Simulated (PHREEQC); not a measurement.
Consider water at 25 °C and 100 atm with 0.0015 mol H3BO3 and 3.3e-05 mol NaOH per kg of water. Closed to the air; pH follows from the charge balance.

All values are PHREEQC results (ion-association model, phreeqc.dat), not measurements.

Each row changes one thing in this solution. No solid was allowed to form.

```csv
case,pH,ionic strength (mol/kgw),H2BO3- (mol/kgw)
as made,7.52,3.30e-5,3.27e-5
NaOH from 3.3e-05 to 3.63e-05 mol/kgw,7.56,3.63e-5,3.59e-5
NaOH left out,6.00,1.01e-6,1.00e-6
3.5e-05 mol/kgw TMAH added,7.84,6.80e-5,6.72e-5
temperature from 25 to 45 °C,7.36,3.30e-5,3.20e-5
0.00056 mol/kgw FeSO4 added,7.44,0.00215,2.88e-5
H3BO3 replaced by HBF4 at the same molality,2.78,0.00175,3.32e-10
temperature from 25 to 85 °C,7.07,3.31e-5,2.89e-5
NaOH replaced by Na3PO4 at the same molality,7.61,0.000124,4.09e-5
```

Complexes and solids missing from the database can't appear. Under pressure, the constants of complexes without a molar volume in the database are unreliable. Constants without temperature data keep their 25 °C values here.
